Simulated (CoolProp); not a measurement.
Vapour-liquid equilibrium of carbon dioxide (1) + ethane (2) at 247.9 K; x and y are mole fractions of (1).

Model: multi-fluid Helmholtz-energy mixture model, Span 1996 and Bücker 2006; pair parameters Kunz 2012, in CoolProp.

```csv
x,bubble pressure (bar),y at the bubble point,dew pressure at overall composition x (bar),liquid density (mol/L)
0.05,13.49,0.116,12.76,15.17
0.125,15.12,0.248,13.59,___
0.2,16.47,0.345,14.50,15.70
0.275,17.56,0.421,15.49,16.02
0.35,18.41,0.482,16.54,16.39
0.425,___,0.533,17.62,16.84
0.5,19.48,0.577,18.64,17.36
0.575,19.75,0.618,19.46,17.98
0.65,19.86,0.657,19.85,18.71
0.725,19.81,0.699,___,19.56
0.8,19.55,0.747,19.08,20.55
0.875,18.99,0.810,18.24,21.70
0.95,17.90,0.903,17.31,23.01
```

Q: Complete the blanks.

A: 
- 0.125, liquid density (mol/L): 15.42
- 0.425, bubble pressure (bar): 19.04
- 0.725, dew pressure at overall composition x (bar): 19.69

y crosses x between x = 0.65 and 0.725: the model has an azeotrope there.

Pair parameters are fitted to limited data, so mixtures are less certain than the pure fluids.
